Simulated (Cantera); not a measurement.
Input (Python, Cantera) and output of one run.

```python
import numpy as np
import cantera as ct

gas_names = """
    H HNO HNO2 HNO3 HO2 H2 H2O H2O2 N NH NH2 NH3 NH2OH NO NO2 NO3 N2 N2H2 N2H4 N2O O OH O2 O3 Zr ZrN ZrO
    ZrO2
""".split()
cond_names = """
    H2O(s) H2O(L) Zr(a) Zr(b) Zr(L) ZrN(s) ZrN(L) ZrO2(a) ZrO2(b) ZrO2(L)
""".split()


# ... load() reads the species with a 1 bar reference pressure and builds the phases ...
atoms = {
    'Zr': {'Zr': 1},
    'NH3': {'N': 1, 'H': 3},
    'H2': {'H': 2},
    'H2O': {'H': 2, 'O': 1},
}
top_T = {}  # K; cautious upper limits of use, not melting points


# ... equilibrate(T, P, feed) seeds the gas with the atoms and calls Mixture.equilibrate('TP', solver="vcs", rtol=1e-11, max_steps=5000) ...
results = []
feed = {'Zr': 1, 'NH3': 2, 'H2': 160, 'H2O': 0.11}  # mol
T = 2398.15  # K
for P in [0.1, 1, 10, 100, 1000, 10000, 100000, 1000000]:
    mix = equilibrate(T, P, feed)
    results.append((T, P, feed, dict(zip(mix.species_names, mix.species_moles))))
    x = sorted(zip(gas.X, gas.species_names), reverse=True)
    print(f"T = {T:g} K  P = {P:g} Pa  gas = {mix.phase_moles(0):.4g} mol")
    print("   x: " + "  ".join(f"{s} {v:.3e}" for v, s in x if v > 0.001))
    print("   condensed (mol): " + ("  ".join(f"{mix.phase(i).name} {mix.phase_moles(i):.4g}"
          for i in range(1, mix.n_phases) if mix.phase_moles(i) > 1e-12) or "none"))
```

It prints:

```
T = 2398.15 K  P = 0.1 Pa  gas = 326.9 mol
   x: H 9.899e-01  H2 3.942e-03  N2 3.056e-03  Zr 2.725e-03
   condensed (mol): none
T = 2398.15 K  P = 1 Pa  gas = 316.6 mol
   x: H 9.569e-01  H2 3.683e-02  N2 3.158e-03  Zr 2.812e-03
   condensed (mol): none
T = 2398.15 K  P = 10 Pa  gas = 266.3 mol
   x: H 7.601e-01  H2 2.324e-01  N2 3.754e-03  Zr 3.342e-03
   condensed (mol): none
T = 2398.15 K  P = 100 Pa  gas = 203.4 mol
   x: H2 6.076e-01  H 3.886e-01  N2 2.905e-03
   condensed (mol): ZrN(s) 0.818
T = 2398.15 K  P = 1000 Pa  gas = 176.6 mol
   x: H2 8.508e-01  H 1.454e-01  N2 3.127e-03
   condensed (mol): ZrN(s) 0.8956
T = 2398.15 K  P = 10000 Pa  gas = 167.7 mol
   x: H2 9.482e-01  H 4.855e-02  N2 3.132e-03
   condensed (mol): ZrN(s) 0.9496  ZrO2(b) 0.04309
T = 2398.15 K  P = 100000 Pa  gas = 164.9 mol
   x: H2 9.810e-01  H 1.562e-02  N2 3.154e-03
   condensed (mol): ZrN(s) 0.9596  ZrO2(b) 0.04002
T = 2398.15 K  P = 1e+06 Pa  gas = 164 mol
   x: H2 9.916e-01  H 4.965e-03  N2 3.132e-03
   condensed (mol): ZrN(s) 0.9713  ZrO2(b) 0.02869
```

Method: chemical equilibrium by Gibbs-energy minimisation in Cantera with the NASA 1993 tables (ideal gas, pure condensed phases). Mutual solubility and eutectic melting of coexisting phases are not modelled. ZrN: taken at fixed stoichiometry. Condensed phases not in the tables: solid solutions among these carbides, nitrides and lower oxides.
